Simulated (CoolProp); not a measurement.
A closed Brayton cycle with carbon dioxide: compressor inlet 319.15 K and 8.3 MPa, high pressure 18.2 MPa, turbine inlet 895 K, compressor efficiency 0.85, turbine efficiency 0.85, recuperator effectiveness 0.95 (on enthalpy, no pinch check). Each further row changes one setting.

Computed with CoolProp (reference Helmholtz-energy equation of state, Span 1996).

| case | thermal efficiency (%) | net work (kJ/kg) | compressor to turbine work | compressor exit (K) | turbine exit (K) |
|---|---|---|---|---|---|
| as stated | (withheld) | 73.4 | 0.32 | 379.8 | 801.0 |
| turbine inlet 845 K | 33.9 | 66.8 | 0.34 | 379.8 | 754.3 |
| compressor inlet 329.15 K | (withheld) | 67.3 | 0.38 | 396.5 | 801.0 |
| high pressure 15.5 MPa | (withheld) | 60.4 | 0.31 | 367.2 | 819.7 |
| recuperator effectiveness 0.5 | (withheld) | 73.4 | 0.32 | 379.8 | 801.0 |

**Question.** What belongs in the gaps?

**Answer.** 
- as stated, thermal efficiency (%): 35.5
- compressor inlet 329.15 K, thermal efficiency (%): 34.8
- high pressure 15.5 MPa, thermal efficiency (%): 33.8
- recuperator effectiveness 0.5, thermal efficiency (%): 17.2
